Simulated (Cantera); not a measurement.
Cantera run, input and output.

```python
import numpy as np
import cantera as ct

gas = ct.Solution("gri30.yaml")
gas.TPX = 1525, 300000, {'H2': 1, 'O2': 0.794, 'N2': 2.98, 'NO': 0.0072}
reactor = ct.IdealGasConstPressureReactor(gas, energy="on", clone=False)
net = ct.ReactorNet([reactor])
net.rtol, net.atol = 1e-08, 1e-16
show = ['H2', 'O2', 'NO', 'N2O', 'OH', 'H']
times = np.geomspace(1e-06, 0.1, 11)

steps = ct.SolutionArray(gas, extra=["t"])
rows = []
print(f"{'t/s':>10s}{'T/K':>9s}{'P/Pa':>11s}" + "".join(f"{s:>11s}" for s in show))
for t in times:
    while net.time < t:
        t_next = net.step()
        steps.append(gas.state, t=t_next)
    rows.append([np.interp(t, steps.t, y) for y in (steps.T, steps.P, *steps(*show).X.T)])
    print(f"{t:10.3e}{rows[-1][0]:9.1f}{rows[-1][1]:11.4g}" + "".join(f"{x:11.3e}" for x in rows[-1][2:]))
rate = np.gradient(steps.T, steps.t)
print("integrator steps:", len(steps.t))
if steps.T.max() > steps.T[0] + 200:
    print(f"time of steepest temperature rise: {steps.t[rate.argmax()]:.4e} s")
gas.TPX = 1525, 300000, {'H2': 1, 'O2': 0.794, 'N2': 2.98, 'NO': 0.0072}
gas.equilibrate("HP")
print(f"equilibrium (HP): T = {gas.T:.1f} K  " + "  ".join(f"{s} {gas[s].X[0]:.3e}" for s in show))
```

It prints:

```
       t/s      T/K       P/Pa         H2         O2         NO        N2O         OH          H
 1.000e-06   1525.0      3e+05  2.091e-01  1.661e-01  1.506e-03  5.569e-10  8.953e-07  4.729e-06
 3.162e-06   1533.7      3e+05  1.993e-01  1.615e-01  1.504e-03  9.200e-08  1.020e-03  4.929e-03
 1.000e-05   2385.6      3e+05  2.247e-02  6.466e-02  1.682e-03  4.665e-07  3.036e-02  2.159e-02
 3.162e-05   2719.6      3e+05  1.020e-02  6.322e-02  2.023e-03  1.133e-06  2.549e-02  4.890e-03
 1.000e-04   2751.7      3e+05  8.663e-03  6.287e-02  2.988e-03  1.306e-06  2.396e-02  3.731e-03
 3.162e-04   2748.5      3e+05  8.641e-03  6.166e-02  5.700e-03  1.317e-06  2.366e-02  3.681e-03
 1.000e-03   2741.5      3e+05  8.599e-03  5.911e-02  1.140e-02  1.376e-06  2.301e-02  3.578e-03
 3.162e-03   2735.9      3e+05  8.568e-03  5.709e-02  1.590e-02  1.452e-06  2.251e-02  3.498e-03
 1.000e-02   2735.5      3e+05  8.566e-03  5.693e-02  1.626e-02  1.460e-06  2.246e-02  3.492e-03
 3.162e-02   2735.5      3e+05  8.566e-03  5.693e-02  1.626e-02  1.460e-06  2.246e-02  3.492e-03
 1.000e-01   2735.5      3e+05  8.566e-03  5.693e-02  1.626e-02  1.460e-06  2.246e-02  3.492e-03
integrator steps: 1147
time of steepest temperature rise: 4.2526e-06 s
equilibrium (HP): T = 2735.5 K  H2 8.566e-03  O2 5.693e-02  NO 1.626e-02  N2O 1.460e-06  OH 2.246e-02  H 3.492e-03
```

Model: GRI-Mech 3.0 (53 species, 325 reactions), integrated in Cantera. The hydrogen kinetics of GRI-Mech 3.0 are dated; newer H2 mechanisms differ, most at raised pressure.
